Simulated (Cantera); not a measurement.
Premixed flame

A freely propagating, adiabatic, planar premixed flame of 15.8 % CH₃OH, 16.9 % O₂, 63.8 % N₂, 3.48 % CO₂, equivalence ratio 1.4, unburnt at 523 K and 1.10 bar; mixture-averaged transport, grid criteria slope 0.08 and curve 0.16, no radiation.

Computed with Cantera and GRI-Mech 3.0 (53 species, 325 reactions). GRI-Mech 3.0 was tuned for natural gas; its chemistry of methanol as a main component is partial and can be far from experiment. Burning velocities carry a grid error of a few per cent, more on coarse grids.

```json
[
 {"z (mm)": "-0.708", "T (K)": "523", "u (m/s)": "1.02", "x CH₃OH": "0.158", "x O₂": "0.169", "x CO₂": "0.0347", "x CO": "1.06e-5", "x CH₄": "8.37e-8", "x NO₂": "<1e-8"},
 {"z (mm)": "-0.472", "T (K)": "526", "u (m/s)": "1.03", "x CH₃OH": "0.156", "x O₂": "0.167", "x CO₂": "0.0345", "x CO": "0.000162", "x CH₄": "1.08e-6", "x NO₂": "<1e-8"},
 {"z (mm)": "-0.354", "T (K)": "539", "u (m/s)": "1.07", "x CH₃OH": "0.155", "x O₂": "0.165", "x CO₂": "0.0342", "x CO": "0.000857", "x CH₄": "5.08e-6", "x NO₂": "<1e-8"},
 {"z (mm)": "-0.236", "T (K)": "619", "u (m/s)": "1.25", "x CH₃OH": "0.147", "x O₂": "0.156", "x CO₂": "0.0339", "x CO": "0.00552", "x CH₄": "2.83e-5", "x NO₂": "4.73e-8"},
 {"z (mm)": "-0.118", "T (K)": "976", "u (m/s)": "2.06", "x CH₃OH": "0.107", "x O₂": "0.121", "x CO₂": "0.0357", "x CO": "0.0308", "x CH₄": "0.000136", "x NO₂": "2.15e-7"},
 {"z (mm)": "-0.0590", "T (K)": "1327", "u (m/s)": "2.91", "x CH₃OH": "0.0585", "x O₂": "0.0859", "x CO₂": "0.0401", "x CO": "0.0612", "x CH₄": "0.000253", "x NO₂": "2.00e-7"},
 {"z (mm)": "0", "T (K)": "1677", "u (m/s)": "3.81", "x CH₃OH": "0.00929", "x O₂": "0.0493", "x CO₂": "0.0482", "x CO": "0.0967", "x CH₄": "0.000348", "x NO₂": "3.23e-8"},
 {"z (mm)": "0.0590", "T (K)": "1804", "u (m/s)": "4.13", "x CH₃OH": "0.000167", "x O₂": "0.0272", "x CO₂": "0.0583", "x CO": "0.102", "x CH₄": "0.000164", "x NO₂": "<1e-8"},
 {"z (mm)": "0.118", "T (K)": "1844", "u (m/s)": "4.22", "x CH₃OH": "8.25e-7", "x O₂": "0.0145", "x CO₂": "0.0677", "x CO": "0.0949", "x CH₄": "3.11e-5", "x NO₂": "<1e-8"},
 {"z (mm)": "0.236", "T (K)": "1890", "u (m/s)": "4.30", "x CH₃OH": "<1e-8", "x O₂": "0.00579", "x CO₂": "0.0798", "x CO": "0.0846", "x CH₄": "6.94e-7", "x NO₂": "<1e-8"},
 {"z (mm)": "0.472", "T (K)": "1939", "u (m/s)": "4.39", "x CH₃OH": "<1e-8", "x O₂": "0.00303", "x CO₂": "0.0875", "x CO": "0.0783", "x CH₄": "<1e-8", "x NO₂": "<1e-8"},
 {"z (mm)": "0.944", "T (K)": "1992", "u (m/s)": "4.49", "x CH₃OH": "<1e-8", "x O₂": "0.00185", "x CO₂": "0.0893", "x CO": "0.0772", "x CH₄": "<1e-8", "x NO₂": "<1e-8"},
 {"z (mm)": "1.89", "T (K)": "2040", "u (m/s)": "4.58", "x CH₃OH": "<1e-8", "x O₂": "0.000948", "x CO₂": "0.0894", "x CO": "0.0775", "x CH₄": "<1e-8", "x NO₂": "<1e-8"}
]
```
x: mole fraction of selected species; z is measured from the peak of heat release.

```yaml
laminar_burning_velocity: 102 cm/s
thermal_thickness: 0.236 mm
peak x(CO): 0.104
peak x(CH₄): 0.000349
grid_points: 131
```
